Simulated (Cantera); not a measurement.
Standard-state values (1 bar) from the NASA 1993 polynomials, evaluated with Cantera. Values are per mole of reaction as written; species without (g) are pure solids or liquids, kept so even where they would boil at 1 bar.

H2(g) + V2O5 ⇌ H2O(g) + 2 VO2(g)

```
T (K)  ΔH° (kJ)  ΔS° (J/K)  ΔG° (kJ)  log10 K  condensed phases
-----  --------  ---------  --------  -------  ----------------
300       843.4      457.9     706.1  -122.94           V2O5(s)
950       742.8      327.4     431.8   -23.74           V2O5(l)
1050      736.0      320.6     399.4   -19.87           V2O5(l)
1150          ?          ?         ?        ?           V2O5(l)
1250          ?          ?         ?        ?           V2O5(l)
1350      716.4      304.1     305.8   -11.83           V2O5(l)
```

Problem. Fill in the missing entries.

Solution. 
- 1150, ΔH° (kJ): 729.3
- 1150, ΔS° (J/K): 314.5
- 1150, ΔG° (kJ): 367.6
- 1150, log10 K: -16.70
- 1250, ΔH° (kJ): 722.8
- 1250, ΔS° (J/K): 309.1
- 1250, ΔG° (kJ): 336.4
- 1250, log10 K: -14.06
